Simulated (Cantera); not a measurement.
A closed system holds: 1 mol PbO, 2.4 mol CO, held at 1725 K and 0.00133 bar.

Cantera equilibrium calculation (NASA polynomials, part measured and part estimated; ideal gas, pure solids and liquids). Candidate condensed phases: C, Pb, PbO, PbO2, Pb3O4; 15 gas species. Rates play no part.

**Question.** What is the equilibrium state?

**Answer.** 
- x(CO): 0.413
- x(Pb): 0.293
- x(CO2): 0.293
- x(PbO): 0.00102
- x(O2): 3.16e-6
- x(O): 2.83e-6
- x(Pb2): 1.02e-6
- gas amount: 3.400 mol
- log10 activity of Pb(l) (absent): -2.62
- log10 activity of C(graphite) (absent): -7.03
